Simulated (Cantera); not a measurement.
An adiabatic, constant-volume homogeneous reactor starts with CH4 : O2 : N2 = 1 : 2.67 : 10 (molar parts), at 1025 K and 3.60 bar. Integrator tolerance rtol = 1e-08.

Computed with Cantera and GRI-Mech 3.0 (53 species, 325 reactions).

```tsv
quantity	before	after
time of steepest temperature rise	0.149 s	24.7 ms
temperature at 2.00 s	2685 K	2746 K
equilibrium temperature	2685 K	2746 K
x(CH4) at 2.00 s	<1e-12 (gas-phase equilibrium <1e-12)	<1e-12 (gas-phase equilibrium <1e-12)
x(O2) at 2.00 s	0.0439 (gas-phase equilibrium 0.0439)	0.0422 (gas-phase equilibrium 0.0422)
x(NO) at 2.00 s	0.0136 (gas-phase equilibrium 0.0136)	0.0146 (gas-phase equilibrium 0.0146)
x(N2O) at 2.00 s	2.24e-6 (gas-phase equilibrium 2.24e-6)	5.60e-6 (gas-phase equilibrium 5.60e-6)
x(H2O) at 2.00 s	0.136 (gas-phase equilibrium 0.136)	0.139 (gas-phase equilibrium 0.139)
```

What was changed between the two runs?
(A) pressure from 3.60 bar to 19.0 bar
(B) O2 2.67 to 1.3 parts
(C) initial temperature 1025 to 1350 K
(D) pressure from 3.60 bar to 3.90 bar

A, pressure from 3.60 bar to 19.0 bar
